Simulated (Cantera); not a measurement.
Feed: 1 mol B2H6, 4.6 mol H2O, held at 925 K and 3200 Pa.

These are equilibrium values from Cantera (NASA tables, ideal gas, pure condensed phases), not measurements of a reactor. Candidate condensed phases: B, B2O3, B3O3H3, H2O; 23 gas species. The feed counts by its element totals alone. Gases not in the tables: H3BO3. Kinetics and transport are ignored.

Base state: H2 0.790, H2O 0.210, (HBO2)3 0.000716, HBO2 1.22e-5 (mole fractions); condensed: B2O3(l).

**Question.** What changes in the equilibrium state with this change: B2H6 replaced by B2O3?

**Answer.** 
| species | before | after |
|---|---|---|
| H2O | 0.210 | 0.993 |
| (HBO2)3 | 0.000716 | 0.00738 |
| HBO2 | 1.22e-5 | 2.65e-5 |
| H2 | 0.790 | 1.56e-7 |
| B2O3(l), mol | 0.992 | 0.949 |

**Question.** What changes in the equilibrium state with this change: temperature from 925 K to 1900 K?

**Answer.** 
```tsv
species	before	after
H2	0.790	0.690
HBO2	1.22e-5	0.174
H2O	0.210	0.101
B2O3	<1e-9	0.0264
HBO	<1e-9	0.00457
H	1.29e-9	0.00368
BO	<1e-9	0.000391
B2O2	<1e-9	9.65e-5
B2O3(l), mol	0.992	0
```

**Question.** What changes in the equilibrium state with this change: temperature from 925 K to 1300 K?

**Answer.** 
```json
[
 {"species": "H2", "before": "0.790", "after": "0.786"},
 {"species": "H2O", "before": "0.210", "after": "0.206"},
 {"species": "HBO2", "before": "1.22e-5", "after": "0.00780"},
 {"species": "(HBO2)3", "before": "0.000716", "after": "0.000137"},
 {"species": "B2O3(l), mol", "before": "0.992", "after": "0.969"}
]
```
